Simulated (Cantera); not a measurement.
Charge: 1 mol B, 0.28 mol NH₃, 97 mol H₂, at 0.133 bar.

These are equilibrium values from Cantera (NASA tables, ideal gas, pure condensed phases), not measurements of a reactor. Candidate condensed phases: B, BN; 15 gas species. Mutual solubility and eutectic melting of coexisting phases are not modelled. Gases not in the tables: B₂H₆ and higher boranes. The numbers say what is thermodynamically allowed, not how fast it happens.

Q: What share of the B ends up in condensed phases as a function of T (K), at 1100, 1300, 1500, 1700, 1900, 2100, 2300?

A: 
```json
[
 {"T (K)": "1100", "B condensed (%)": "100.0", "as": "B(s) + BN(s)"},
 {"T (K)": "1300", "B condensed (%)": "100.0", "as": "B(s) + BN(s)"},
 {"T (K)": "1500", "B condensed (%)": "99.9", "as": "B(s) + BN(s)"},
 {"T (K)": "1700", "B condensed (%)": "99.4", "as": "B(s) + BN(s)"},
 {"T (K)": "1900", "B condensed (%)": "97.4", "as": "B(s) + BN(s)"},
 {"T (K)": "2100", "B condensed (%)": "91.9", "as": "B(s)"},
 {"T (K)": "2300", "B condensed (%)": "78.8", "as": "B(s)"}
]
```
